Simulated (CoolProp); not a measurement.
o-xylene along the isotherm 480.9 K: Z from the reference equation and from simpler models built on Tc = 630.3 K, pc = 3.737 MPa, ω = 0.312; each cubic takes its own stable root.

Values from CoolProp's reference Helmholtz-energy equation of state, Zhou 2012.

```json
[
 {"p (MPa)": "0.0177", "phase": "gas", "reference": "0.9955", "van der Waals": "0.9973", "Redlich-Kwong": "0.9965", "Soave-Redlich-Kwong": "0.9962", "Peng-Robinson": "0.9959"},
 {"p (MPa)": "0.0315", "phase": "gas", "reference": "0.9919", "van der Waals": "0.9953", "Redlich-Kwong": "0.9938", "Soave-Redlich-Kwong": "0.9931", "Peng-Robinson": "0.9927"},
 {"p (MPa)": "0.0561", "phase": "gas", "reference": "0.9855", "van der Waals": "0.9915", "Redlich-Kwong": "0.9890", "Soave-Redlich-Kwong": "0.9877", "Peng-Robinson": "0.9870"},
 {"p (MPa)": "0.0997", "phase": "gas", "reference": "0.9739", "van der Waals": "0.9848", "Redlich-Kwong": "0.9803", "Soave-Redlich-Kwong": "0.9780", "Peng-Robinson": "0.9768"},
 {"p (MPa)": "0.177", "phase": "gas", "reference": "0.9526", "van der Waals": "0.9728", "Redlich-Kwong": "0.9646", "Soave-Redlich-Kwong": "…", "Peng-Robinson": "0.9581"},
 {"p (MPa)": "0.315", "phase": "gas", "reference": "…", "van der Waals": "0.9505", "Redlich-Kwong": "…", "Soave-Redlich-Kwong": "0.9275", "Peng-Robinson": "0.9235"},
 {"p (MPa)": "0.561", "phase": "liquid", "reference": "0.02118", "van der Waals": "0.9081", "Redlich-Kwong": "0.8790", "Soave-Redlich-Kwong": "0.02421", "Peng-Robinson": "0.02135"},
 {"p (MPa)": "0.997", "phase": "liquid", "reference": "0.03757", "van der Waals": "0.8207", "Redlich-Kwong": "0.04537", "Soave-Redlich-Kwong": "0.04289", "Peng-Robinson": "…"},
 {"p (MPa)": "1.77", "phase": "liquid", "reference": "0.06650", "van der Waals": "…", "Redlich-Kwong": "0.07991", "Soave-Redlich-Kwong": "0.07575", "Peng-Robinson": "…"},
 {"p (MPa)": "3.15", "phase": "liquid", "reference": "0.1178", "van der Waals": "0.1989", "Redlich-Kwong": "0.1404", "Soave-Redlich-Kwong": "0.1336", "Peng-Robinson": "0.1181"},
 {"p (MPa)": "5.61", "phase": "liquid", "reference": "…", "van der Waals": "0.3440", "Redlich-Kwong": "0.2452", "Soave-Redlich-Kwong": "0.2347", "Peng-Robinson": "0.2078"}
]
```

What belongs in the gaps?


- 0.177, Soave-Redlich-Kwong: 0.9604
- 0.315, reference: 0.9121
- 0.315, Redlich-Kwong: 0.9354
- 0.997, Peng-Robinson: 0.03784
- 1.77, van der Waals: 0.1142
- 1.77, Peng-Robinson: 0.06687
- 5.61, reference: 0.2080

At some of these states van der Waals, Redlich-Kwong gives the other phase, because its saturation line lies elsewhere.
